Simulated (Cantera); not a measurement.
Cantera run, input and output.

```python
import numpy as np
import cantera as ct

gas = ct.Solution("gri30.yaml")


def delay(T, t_max=10):
    gas.TPX = T, 1000000, {'CH4': 1, 'O2': 1.25, 'N2': 4.7}
    reactor = ct.IdealGasConstPressureReactor(gas, clone=False)
    net = ct.ReactorNet([reactor])
    net.rtol, net.atol = 1e-8, 1e-16
    while net.time < t_max:
        t_old, T_old = net.time, reactor.T
        net.step()
        if reactor.T > T + 400:  # ignition: a rise of 400 K
            return t_old + (T + 400 - T_old) / (reactor.T - T_old) * (net.time - t_old)
    return np.nan


taus = []
for T in [1275, 1350, 1425, 1500, 1575, 1650, 1725, 1800]:
    taus.append(delay(T))
    print(f"T0 = {T:6g} K   tau = {taus[-1]:.4e} s")
```

Result:

```
T0 =   1275 K   tau = 2.4813e-03 s
T0 =   1350 K   tau = 1.0757e-03 s
T0 =   1425 K   tau = 4.8900e-04 s
T0 =   1500 K   tau = 2.3149e-04 s
T0 =   1575 K   tau = 1.1385e-04 s
T0 =   1650 K   tau = 5.8345e-05 s
T0 =   1725 K   tau = 3.1336e-05 s
T0 =   1800 K   tau = 1.7730e-05 s
```

Cantera simulation using GRI-Mech 3.0 (53 species, 325 reactions); the numbers are that mechanism's predictions, not measurements.
